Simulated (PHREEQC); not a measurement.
0.15 g of hydrous ferric oxide (600 m²/g; 0.2 weak and 0.005 strong sites per Fe, Dzombak-Morel constants, diffuse double layer) in 1 kg of water with 0.1 mol/kgw of an inert sodium salt and 0.00042 mmol/kgw Ag2SO4, at 25 °C; the pH is set by adding NaOH or the inert anion's acid. O2 is buffered at 0.21 atm. The system is closed to CO2. Nothing may precipitate in this run.

All values are PHREEQC results (ion-association model, wateq4f.dat), not measurements.

Q: Predict S sorbed (%) at pH = 7.33, 10.67.

A: 
```tsv
pH	S sorbed (%)
7.33	1.0
10.67	0.0
```

Species that the database lacks are ignored.
